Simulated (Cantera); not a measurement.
## Aluminium nitride and oxide growth: Al(CH3)3 + O2 + H2

Feed: 1 mol Al(CH3)3, 14 mol O2, 560 mol H2, held at 4.00 mbar.

Cantera equilibrium calculation (NASA polynomials, part measured and part estimated; ideal gas, pure solids and liquids). Candidate condensed phases: Al, Al2O3, C, C6H6, C7H8, C8H18, H2O; 121 gas species. The feed counts by its element totals alone. The numbers say what is thermodynamically allowed, not how fast it happens.

From 650 K to 2000 K the condensed part is Al2O3(s).

```json
[
 {"T (K)": "650", "x H2": "0.948", "x H2O": "0.0465", "x H": "<1e-12", "x CO": "0.000252", "x CH4": "0.00489", "x CO2": "0.000192", "n Al2O3(s)": "0.500"},
 {"T (K)": "800", "x H2": "0.954", "x H2O": "0.0407", "x H": "4.47e-11", "x CO": "0.00444", "x CH4": "4.77e-5", "x CO2": "0.000799", "n Al2O3(s)": "0.500"},
 {"T (K)": "950", "x H2": "0.954", "x H2O": "0.0410", "x H": "8.59e-9", "x CO": "0.00491", "x CH4": "2.60e-7", "x CO2": "0.000378", "n Al2O3(s)": "0.500"},
 {"T (K)": "1100", "x H2": "0.954", "x H2O": "0.0412", "x H": "3.99e-7", "x CO": "0.00507", "x CH4": "5.48e-9", "x CO2": "0.000216", "n Al2O3(s)": "0.500"},
 {"T (K)": "1250", "x H2": "0.953", "x H2O": "0.0413", "x H": "7.46e-6", "x CO": "0.00514", "x CH4": "2.86e-10", "x CO2": "0.000142", "n Al2O3(s)": "0.500"},
 {"T (K)": "1400", "x H2": "0.953", "x H2O": "0.0413", "x H": "7.51e-5", "x CO": "0.00518", "x CH4": "2.80e-11", "x CO2": "0.000103", "n Al2O3(s)": "0.500"},
 {"T (K)": "1550", "x H2": "0.953", "x H2O": "0.0413", "x H": "0.000486", "x CO": "0.00520", "x CH4": "4.30e-12", "x CO2": "8.07e-5", "n Al2O3(s)": "0.500"},
 {"T (K)": "1700", "x H2": "0.951", "x H2O": "0.0413", "x H": "0.00227", "x CO": "0.00521", "x CH4": "<1e-12", "x CO2": "6.62e-5", "n Al2O3(s)": "0.500"},
 {"T (K)": "1850", "x H2": "0.945", "x H2O": "0.0412", "x H": "0.00828", "x CO": "0.00521", "x CH4": "<1e-12", "x CO2": "5.65e-5", "n Al2O3(s)": "0.500"},
 {"T (K)": "2000", "x H2": "0.929", "x H2O": "0.0407", "x H": "0.0248", "x CO": "0.00517", "x CH4": "<1e-12", "x CO2": "4.95e-5", "n Al2O3(s)": "0.498"}
]
```
x: gas mole fraction; n: condensed amount in mol.
